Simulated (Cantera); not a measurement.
Input: 1 mol TiO2, 0.52 mol Cl2, 0.88 mol O2, held at 100 Torr.

These are equilibrium values from Cantera (NASA tables, ideal gas, pure condensed phases), not measurements of a reactor. Candidate condensed phases: Ti, TiCl2, TiCl3, TiCl4, TiO, TiO2, Ti2O3, Ti3O5, Ti4O7; 15 gas species. Equilibrium is a limit: real reactors are often held back by kinetics, nucleation or transport. All values below are at 1273 K.

Base state: O2 0.623, Cl2 0.360, Cl 0.0159, ClO 0.000158, TiCl4 1.08e-5 (mole fractions); condensed: TiO2(rutile).

Question: What changes in the equilibrium state with this change: Cl2 from 0.52 to 32 mol?

Answer: 
| species | before | after |
|---|---|---|
| Cl2 | 0.360 | 0.944 |
| O2 | 0.623 | 0.0280 |
| Cl | 0.0159 | 0.0258 |
| TiCl4 | 1.08e-5 | 0.00165 |
| ClO | 0.000158 | 5.44e-5 |
| TiO2(rutile), mol | 1.000 | 0.945 |

Question: What changes in the equilibrium state with this change: pressure from 100 Torr to 3.30 Torr?

Answer: 
| species | before | after |
|---|---|---|
| O2 | 0.623 | 0.603 |
| Cl2 | 0.360 | 0.315 |
| Cl | 0.0159 | 0.0821 |
| TiCl4 | 1.08e-5 | 8.53e-6 |
| ClO | 0.000158 | 0.000146 |
| TiO2(rutile), mol | 1.000 | 1.000 |
